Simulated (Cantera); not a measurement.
An isothermal, constant-pressure homogeneous reactor starts with 0.0987 % CO, 0.227 % O₂, 0.987 % H₂O, 98.7 % N₂, equivalence ratio 0.22, at 1275 K and 0.440 bar.

Model: GRI-Mech 3.0 (53 species, 325 reactions), integrated in Cantera.

x: mole fraction; the columns are a selection and need not sum to one.

```tsv
t (s)	x CO	x O₂	x H₂O	x NO₂	x N₂O
0.000100	0.000987	0.00227	0.00987	<1e-12	<1e-12
0.000305	0.000987	0.00227	0.00987	<1e-12	<1e-12
0.000932	0.000987	0.00227	0.00987	<1e-12	<1e-12
0.00285	0.000987	0.00227	0.00987	<1e-12	<1e-12
0.00869	0.000987	0.00227	0.00987	<1e-12	3.63e-12
0.0265	(withheld)	0.00211	0.00970	<1e-12	(withheld)
0.0809	2.06e-5	0.00179	0.00981	2.08e-11	8.89e-8
0.247	1.37e-6	0.00178	0.00986	9.10e-11	1.16e-7
0.754	(withheld)	0.00178	0.00987	1.07e-10	(withheld)
2.30	2.31e-8	0.00178	0.00987	6.86e-11	5.41e-8
7.03	6.89e-9	0.00178	0.00987	4.33e-11	8.38e-9
21.5	3.54e-9	0.00178	0.00987	3.61e-11	1.92e-9
65.5	3.26e-9	0.00178	0.00987	3.56e-11	1.73e-9
200	3.26e-9	0.00178	0.00987	3.57e-11	1.73e-9
```

### Question
Some entries are withheld; supply them.

### Answer

- 0.0265, x CO: 0.000608
- 0.0265, x N₂O: 2.53e-8
- 0.754, x CO: 1.36e-7
- 0.754, x N₂O: 1.04e-7
